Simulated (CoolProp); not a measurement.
Computed with CoolProp (reference Helmholtz-energy equation of state, Leachman 2009).

### Question
Give the vapour pressure (kPa), liquid density (kg/m³), enthalpy of vaporisation (kJ/kg), surface tension (mN/m) of saturated normal hydrogen at 23.5, 29.4, 32.4 K.

### Answer
```csv
T (K),p (kPa),liquid density (kg/m³),enthalpy of vaporisation (kJ/kg),surface tension (mN/m)
23.5,230,66.9,426,1.38
29.4,729,56.1,320,0.431
32.4,1160,44.7,174,0.0657
```

Surface tension comes from a separate correlation (Mulero 2012).
